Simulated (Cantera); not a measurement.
## Sublimation and decomposition of ceramics: SiO2 + N2

Charge: 1 mol SiO2, 0.4 mol N2, equilibrated at 0.150 bar.

These are equilibrium values from Cantera (NASA tables, ideal gas, pure condensed phases), not measurements of a reactor. Candidate condensed phases: Si, SiO2, Si2N2O, Si3N4; 16 gas species. The tables hold silica as quartz up to 1696 K and as liquid above; real silica turns to tridymite and cristobalite and melts near 1996 K. The numbers say what is thermodynamically allowed, not how fast it happens.

```tsv
T (K)	log p N2	log p SiO	log p NO	log p O2	log p O	log p SiO2	log p N	log p N2O	n SiO2(β-quartz)	n SiO2(condensed)	n SiO2(l)
1548	-0.82	-8.23	-8.24	-10.80	-10.52	-11.03	<-12	-12.82	1.00	0	0
1598	-0.82	-7.77	-7.77	-10.07	-9.88	-10.41	-12.61	-12.36	1.00	0	0
1648	-0.82	-7.33	-7.34	-9.38	-9.29	-9.82	-12.13	-11.93	1.00	0	0
1698	-0.82	-6.91	-6.93	-8.74	-8.73	-9.27	-11.68	-11.53	0	1.00	0
1748	-0.82	-6.52	-6.56	-8.15	-8.21	-8.76	-11.26	-11.15	0	1.000	0
1798	-0.82	-6.16	-6.20	-7.59	-7.72	-8.28	-10.86	-10.80	0	1.000	0
1848	-0.82	-5.80	-5.87	-7.08	-7.26	-7.83	-10.49	-10.47	0	1.000	0
1898	-0.82	-5.47	-5.56	-6.59	-6.83	-7.40	-10.13	-10.17	0	1.000	0
1948	-0.82	-5.15	-5.27	-6.15	-6.43	-6.99	-9.79	-9.88	0	1.000	0
1998	-0.82	-4.84	-5.00	-5.73	-6.05	-6.61	-9.47	-9.61	0	0	1.000
2048	-0.82	-4.54	-4.75	-5.34	-5.69	-6.24	-9.16	-9.36	0	0	1.000
```
log p: log10 of the partial pressure in bar; n: condensed amount in mol.

From 1548 K to 1648 K the condensed part is SiO2(β-quartz). From 1698 K to 1948 K the condensed part is SiO2(condensed). From 1998 K to 2048 K the condensed part is SiO2(l). The main Si-bearing gas is SiO throughout.
